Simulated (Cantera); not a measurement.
## Moist CO burnout

An isothermal, constant-pressure homogeneous reactor starts with CO : O₂ : H₂O : N₂ = 0.002 : 0.0094 : 0.00029 : 1 (molar parts), equivalence ratio 0.11, at 1350 K and 3750 Torr.

Cantera simulation using GRI-Mech 3.0 (53 species, 325 reactions); the numbers are that mechanism's predictions, not measurements.

```json
[
 {"t (s)": "0.000500", "x CO": "0.00198", "x O₂": "0.00929", "x H₂O": "0.000287", "x NO": "<1e-12", "x N₂O": "8.99e-11"},
 {"t (s)": "0.00114", "x CO": "0.00198", "x O₂": "0.00929", "x H₂O": "0.000287", "x NO": "<1e-12", "x N₂O": "8.65e-10"},
 {"t (s)": "0.00259", "x CO": "0.00196", "x O₂": "0.00928", "x H₂O": "0.000285", "x NO": "5.44e-11", "x N₂O": "4.60e-8"},
 {"t (s)": "0.00589", "x CO": "0.00148", "x O₂": "0.00903", "x H₂O": "0.000280", "x NO": "3.93e-8", "x N₂O": "1.45e-6"},
 {"t (s)": "0.0134", "x CO": "0.000738", "x O₂": "0.00866", "x H₂O": "0.000283", "x NO": "2.72e-7", "x N₂O": "3.45e-6"},
 {"t (s)": "0.0305", "x CO": "0.000238", "x O₂": "0.00842", "x H₂O": "0.000284", "x NO": "6.34e-7", "x N₂O": "4.35e-6"},
 {"t (s)": "0.0695", "x CO": "4.54e-5", "x O₂": "0.00833", "x H₂O": "0.000286", "x NO": "8.99e-7", "x N₂O": "3.50e-6"},
 {"t (s)": "0.158", "x CO": "5.03e-6", "x O₂": "0.00831", "x H₂O": "0.000286", "x NO": "1.01e-6", "x N₂O": "1.42e-6"},
 {"t (s)": "0.360", "x CO": "3.85e-7", "x O₂": "0.00831", "x H₂O": "0.000287", "x NO": "1.05e-6", "x N₂O": "2.09e-7"},
 {"t (s)": "0.819", "x CO": "2.60e-8", "x O₂": "0.00831", "x H₂O": "0.000287", "x NO": "1.06e-6", "x N₂O": "3.21e-8"},
 {"t (s)": "1.86", "x CO": "4.24e-9", "x O₂": "0.00831", "x H₂O": "0.000287", "x NO": "1.06e-6", "x N₂O": "1.99e-8"},
 {"t (s)": "4.24", "x CO": "3.92e-9", "x O₂": "0.00831", "x H₂O": "0.000287", "x NO": "1.06e-6", "x N₂O": "1.97e-8"},
 {"t (s)": "9.65", "x CO": "3.92e-9", "x O₂": "0.00831", "x H₂O": "0.000287", "x NO": "1.06e-6", "x N₂O": "1.97e-8"},
 {"t (s)": "22.0", "x CO": "3.92e-9", "x O₂": "0.00831", "x H₂O": "0.000287", "x NO": "1.06e-6", "x N₂O": "1.97e-8"},
 {"t (s)": "50.0", "x CO": "3.92e-9", "x O₂": "0.00831", "x H₂O": "0.000287", "x NO": "1.07e-6", "x N₂O": "1.97e-8"}
]
```
x: mole fraction; the columns are a selection and need not sum to one.

Equilibrium at this temperature and pressure: CO 3.93e-9, O₂ 0.00825, H₂O 0.000287, NO 0.000121, N₂O 1.96e-8 (gas phase only).
